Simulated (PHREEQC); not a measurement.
## Metal-bearing waste water: an equilibrium model

Make-up at 50 °C: 0.0019 mol/kgw CdCl2, 0.045 mol/kgw HCl and 0.15 mol/kgw NaCl. Closed to the air; pH follows from the charge balance.

The numbers come from PHREEQC with the ion-association model, phreeqc.dat.

```json
{
 "pH": "1.45",
 "ionic_strength": "0.197 mol/kgw",
 "activity_of_water": "0.993",
 "specific_conductance": "48600 µS/cm",
 "density": "0.995 g/cm³",
 "total_alkalinity": "-45.0 meq/kg"
}
```

| species | molality | activity | log γ |
|---|---|---|---|
| Cl- | 0.196 | 0.139 | -0.151 |
| Na+ | 0.150 | 0.111 | -0.132 |
| H+ | 0.0450 | 0.0356 | -0.102 |
| CdCl+ | 0.00112 | 0.000825 | -0.133 |
| CdCl2 | 0.000496 | 0.000519 | 0.020 |
| Cd+2 | 0.000196 | 5.77e-5 | -0.531 |
| CdCl3- | 8.74e-5 | 6.44e-5 | -0.133 |

Precipitation was switched off in this run. Species that the database lacks are ignored. Away from 25 °C the constants follow the database's enthalpies or fits; those with neither stay at their 25 °C values.
